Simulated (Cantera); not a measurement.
Feed: 1 mol C6H6, 0.79 mol H2O, 4.7 mol N2, at 1.00 bar.

Cantera equilibrium calculation (NASA polynomials, part measured and part estimated; ideal gas, pure solids and liquids). Candidate condensed phases: C, C6H6, C7H8, C8H18, H2O; 136 gas species. The numbers say what is thermodynamically allowed, not how fast it happens.

**Question.** At 1248 K, list the 7 most abundant gas species with their mole fractions, and the condensed phases.

**Answer.** N2 0.508, H2 0.405, CO 0.0847, CH4 0.00183, H2O 0.000528, CO2 7.08e-5, HCN 5.63e-5. Condensed: C(graphite).
